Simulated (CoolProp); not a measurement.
Vapour-liquid equilibrium of R125 (1) + R1234yf (2) at 287.5 K; x and y are mole fractions of (1).

Model: multi-fluid Helmholtz-energy mixture model, Lemmon 2005 and Lemmon 2022; pair parameters Bell 2023, in CoolProp.

| x | bubble pressure, mixture model (bar) | bubble pressure, Raoult's law (bar) | y, mixture model | y, Raoult's law |
|---|---|---|---|---|
| 0.05 | 5.258 | 5.269 | 0.088 | 0.098 |
| 0.15 | 5.766 | 5.799 | 0.244 | 0.266 |
| 0.25 | 6.276 | 6.328 | 0.376 | 0.407 |
| 0.35 | 6.789 | 6.858 | 0.491 | 0.526 |
| 0.45 | 7.307 | 7.388 | 0.593 | 0.627 |
| 0.55 | 7.831 | 7.917 | 0.683 | 0.716 |
| 0.65 | 8.363 | 8.447 | 0.765 | 0.793 |
| 0.75 | 8.903 | 8.977 | 0.839 | 0.861 |
| 0.85 | 9.454 | 9.506 | 0.907 | 0.921 |
| 0.95 | 10.02 | 10.04 | 0.970 | 0.975 |

The largest gap from Raoult's law is -1.1 % in bubble pressure, at x = 0.45. No azeotrope shows between x = 0.05 and 0.95.

Pair parameters are fitted to limited data, so mixtures are less certain than the pure fluids.
